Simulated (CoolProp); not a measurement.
Vapour pressure (MPa) of isohexane: the reference equation beside estimates from Tc = 224.6 °C, pc = 3.043 MPa, ω = 0.280. Clausius-Clapeyron is anchored at -40.05 °C with a constant enthalpy of vaporisation of 33.45 kJ/mol.

Computed with CoolProp (reference Helmholtz-energy equation of state, Lemmon 2006). It is a short technical equation, of lower accuracy than the large ones.

```json
[
 {"T (°C)": "-40.05", "reference": "0.0007627", "Lee-Kesler": "0.0007167", "Clausius-Clapeyron": "0.0007627", "van der Waals": "…", "Soave-Redlich-Kwong": "0.0007413", "Peng-Robinson": "0.0008249"},
 {"T (°C)": "-21.15", "reference": "0.002738", "Lee-Kesler": "…", "Clausius-Clapeyron": "0.002783", "van der Waals": "0.09202", "Soave-Redlich-Kwong": "0.002666", "Peng-Robinson": "0.002872"},
 {"T (°C)": "-2.25", "reference": "0.007981", "Lee-Kesler": "0.007653", "Clausius-Clapeyron": "0.008476", "van der Waals": "0.1471", "Soave-Redlich-Kwong": "0.007804", "Peng-Robinson": "0.008198"},
 {"T (°C)": "16.75", "reference": "0.01984", "Lee-Kesler": "0.01927", "Clausius-Clapeyron": "0.02243", "van der Waals": "0.2223", "Soave-Redlich-Kwong": "0.01950", "Peng-Robinson": "0.02010"},
 {"T (°C)": "35.65", "reference": "…", "Lee-Kesler": "0.04235", "Clausius-Clapeyron": "0.05245", "van der Waals": "0.3199", "Soave-Redlich-Kwong": "0.04259", "Peng-Robinson": "0.04328"},
 {"T (°C)": "54.65", "reference": "0.08458", "Lee-Kesler": "0.08399", "Clausius-Clapeyron": "0.1116", "van der Waals": "0.4437", "Soave-Redlich-Kwong": "0.08410", "Peng-Robinson": "0.08454"},
 {"T (°C)": "73.55", "reference": "0.1520", "Lee-Kesler": "0.1521", "Clausius-Clapeyron": "0.2179", "van der Waals": "0.5950", "Soave-Redlich-Kwong": "0.1520", "Peng-Robinson": "0.1516"},
 {"T (°C)": "92.45", "reference": "0.2551", "Lee-Kesler": "0.2564", "Clausius-Clapeyron": "0.3969", "van der Waals": "0.7765", "Soave-Redlich-Kwong": "0.2563", "Peng-Robinson": "0.2543"}
]
```

Problem. Some entries are withheld; supply them.

Solution. 
- -40.05, van der Waals: 0.05357
- -21.15, Lee-Kesler: 0.002595
- 35.65, reference: 0.04308

Absolute difference from the reference over all 8 rows, mean and median: Lee-Kesler 2.7 and 2.3 %, Clausius-Clapeyron 21.7 and 17.4 %, van der Waals 1813.9 and 831.5 %, Soave-Redlich-Kwong 1.4 and 1.4 %, Peng-Robinson 2.3 and 0.9 %.
